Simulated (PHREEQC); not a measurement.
# Alkaline etch or developer: an equilibrium model

Consider water at 25 °C with 0.32 mmol/kgw CsOH and 0.00033 mmol/kgw H4SiO4. Closed to the air; pH follows from the charge balance.

All values are PHREEQC results (ion-association model, wateq4f.dat), not measurements.

| Quantity | Value |
|---|---|
| pH | 10.49 |
| ionic strength | 0.000320 mol/kgw |
| total alkalinity | 0.320 meq/kg |

| species | molality | activity | log γ |
|---|---|---|---|
| Cs+ | 0.000320 | 0.000313 | -0.009 |
| OH- | 0.000320 | 0.000313 | -0.009 |
| H3SiO4- | 2.72e-7 | 2.66e-7 | -0.009 |
| H4SiO4 | 5.77e-8 | 5.77e-8 | 0.000 |

No solid was allowed to form. Complexes and solids missing from the database can't appear.
